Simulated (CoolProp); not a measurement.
Vapour-liquid equilibrium of propylene (1) + R22 (2) at -1.95 °C; x and y are mole fractions of (1).

Computed with CoolProp (multi-fluid Helmholtz-energy mixture model, Lemmon 2013 and Kamei 1995; pair parameters Bell 2016).

```
x     bubble pressure, mixture model (bar)  bubble pressure, Raoult's law (bar)  y, mixture model  y, Raoult's law
----  ------------------------------------  -----------------------------------  ----------------  ---------------
0.05                            (withheld)                                4.713             0.074            0.058
0.2                             (withheld)                                4.839        (withheld)            0.228
0.35                                 5.379                                4.964             0.404            0.388
0.5                             (withheld)                                5.090             0.536            0.541
0.65                                 5.614                                5.215             0.663            0.687
0.8                             (withheld)                                5.341             0.795            0.825
0.95                            (withheld)                                5.466        (withheld)            0.957
```

**Question.** Complete the blanks.

**Answer.** 
- 0.05, bubble pressure, mixture model (bar): 4.810
- 0.2, bubble pressure, mixture model (bar): 5.145
- 0.2, y, mixture model: 0.256
- 0.5, bubble pressure, mixture model (bar): 5.532
- 0.8, bubble pressure, mixture model (bar): 5.624
- 0.95, bubble pressure, mixture model (bar): 5.553
- 0.95, y, mixture model: 0.944

The largest gap from Raoult's law is +8.7 % in bubble pressure, at x = 0.5. y crosses x between x = 0.65 and 0.8: the model has an azeotrope there.

Pair parameters are fitted to limited data, so mixtures are less certain than the pure fluids.
